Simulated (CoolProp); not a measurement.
Vapour-liquid equilibrium of carbon dioxide (1) + R152A (2) at 279.9 K; x and y are mole fractions of (1).

The numbers come from the multi-fluid Helmholtz-energy mixture model, Span 1996 and Outcalt 1996; pair parameters Bell 2016 in CoolProp.

```
x     bubble pressure, mixture model (kPa)  bubble pressure, Raoult's law (kPa)  y, mixture model  y, Raoult's law
----  ------------------------------------  -----------------------------------  ----------------  ---------------
0.05                                 495.0                                525.0             0.332            0.395
0.15                                 824.4                                906.6             0.615            0.687
0.25                                  1161                                 1288             0.740            0.805
0.35                                  1502                                 1670             0.812            0.870
0.45                                  1851                                 2051               [?]            0.910
0.55                                   [?]                                 2433             0.894            0.938
0.65                                   [?]                                 2815             0.921            0.958
0.75                                   [?]                                 3196             0.945            0.974
0.85                                  3403                                 3578               [?]            0.986
0.95                                   [?]                                 3959             0.988            0.996
```

Some entries are withheld; supply them.


- 0.45, y, mixture model: 0.859
- 0.55, bubble pressure, mixture model (kPa): 2209
- 0.65, bubble pressure, mixture model (kPa): 2581
- 0.75, bubble pressure, mixture model (kPa): 2975
- 0.85, y, mixture model: 0.966
- 0.95, bubble pressure, mixture model (kPa): 3882

The largest gap from Raoult's law is -10.1 % in bubble pressure, at x = 0.35. No azeotrope shows between x = 0.05 and 0.95.

Pair parameters are fitted to limited data, so mixtures are less certain than the pure fluids.
